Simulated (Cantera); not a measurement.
**Stirred combustor or abatement burner**

A perfectly stirred reactor is fed with CH4 : O2 : N2 : CO2 = 1 : 1.43 : 5.37 : 0.026 (molar parts), equivalence ratio 1.4, at 3750 Torr; it is adiabatic with a 648 K inlet, and is followed from long to short residence time, starting on the burning branch (τ in s: 0.037, 0.022, 0.014, 0.0083, 0.0051, 0.0031, 0.0019, 0.0011, 0.0007, 0.00043, 0.00026, 0.00016, 9.6e-05).

Model: GRI-Mech 3.0 (53 species, 325 reactions), integrated in Cantera.

| τ (s) | T (K) | x CH4 | x O2 | x C2H2 | x C2H4 | x HO2 | x H2 | x CH2O |
|---|---|---|---|---|---|---|---|---|
| 0.037 | 2223 | 0.000101 | 6.20e-5 | 3.50e-6 | 6.51e-8 | 2.33e-8 | 0.0579 | 1.37e-6 |
| 0.022 | 2222 | 0.000151 | 9.65e-5 | 7.77e-6 | 1.53e-7 | 3.57e-8 | 0.0577 | 2.16e-6 |
| 0.014 | 2222 | 0.000212 | 0.000142 | 1.52e-5 | 3.17e-7 | 5.25e-8 | 0.0576 | 3.19e-6 |
| 0.0083 | 2221 | 0.000311 | 0.000224 | 3.22e-5 | 7.21e-7 | 8.36e-8 | 0.0573 | 4.99e-6 |
| 0.0051 | 2219 | 0.000438 | 0.000343 | 6.19e-5 | 1.51e-6 | 1.31e-7 | 0.0569 | 7.50e-6 |
| 0.0031 | 2217 | 0.000611 | 0.000529 | 0.000114 | 3.12e-6 | 2.09e-7 | 0.0563 | 1.13e-5 |
| 0.0019 | 2214 | 0.000827 | 0.000805 | 0.000196 | 6.09e-6 | 3.33e-7 | 0.0556 | 1.66e-5 |
| 0.0011 | 2209 | 0.00113 | 0.00128 | 0.000328 | 1.23e-5 | 5.69e-7 | 0.0546 | 2.51e-5 |
| 0.00070 | 2203 | 0.00145 | 0.00187 | 0.000473 | 2.11e-5 | 8.97e-7 | 0.0537 | 3.51e-5 |
| 0.00043 | 2193 | 0.00188 | 0.00281 | 0.000667 | 3.71e-5 | 1.49e-6 | 0.0525 | 5.01e-5 |
| 0.00026 | 2176 | 0.00249 | 0.00434 | 0.000912 | 6.66e-5 | 2.60e-6 | 0.0511 | 7.26e-5 |
| 0.00016 | 2150 | 0.00342 | 0.00682 | 0.00121 | 0.000122 | 4.70e-6 | 0.0495 | 0.000106 |
| 9.6e-5 | 2094 | 0.00554 | 0.0123 | 0.00167 | 0.000275 | 1.03e-5 | 0.0472 | 0.000173 |
x: mole fraction; the columns are a selection and need not sum to one.
